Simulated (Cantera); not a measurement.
A freely propagating, adiabatic, planar premixed flame of H₂ : O₂ : N₂ = 1 : 0.455 : 1.71 (molar parts), equivalence ratio 1.1, unburnt at 625 K and 1500 Torr; mixture-averaged transport, grid criteria slope 0.08 and curve 0.16, no radiation.

Detailed kinetics in Cantera: the H2/O2 subset of GRI-Mech 3.0, which has no nitrogen chemistry. Burning velocities carry a grid error of a few per cent, more on coarse grids.

**Question.** What does this change do: H2 1 to 0.79 parts?

**Answer.** 
| quantity | before | after |
|---|---|---|
| laminar burning velocity | 874 cm/s | 721 cm/s |
| thermal thickness | 0.196 mm | 0.192 mm |
| peak x(HO₂) | 0.000474 | 0.000480 |
| peak x(H₂O₂) | 2.48e-5 | 2.83e-5 |
| peak x(O) | 0.0115 | 0.0131 |
| peak x(OH) | 0.0186 | 0.0187 |

**Question.** What does this change do: H2 1 to 1.3 parts?

**Answer.** 
```json
[
 {"quantity": "laminar burning velocity", "before": "874 cm/s", "after": "991 cm/s"},
 {"quantity": "thermal thickness", "before": "0.196 mm", "after": "0.188 mm"},
 {"quantity": "peak x(HO₂)", "before": "0.000474", "after": "0.000454"},
 {"quantity": "peak x(H₂O₂)", "before": "2.48e-5", "after": "2.05e-5"},
 {"quantity": "peak x(O)", "before": "0.0115", "after": "0.00765"},
 {"quantity": "peak x(OH)", "before": "0.0186", "after": "0.0133"}
]
```
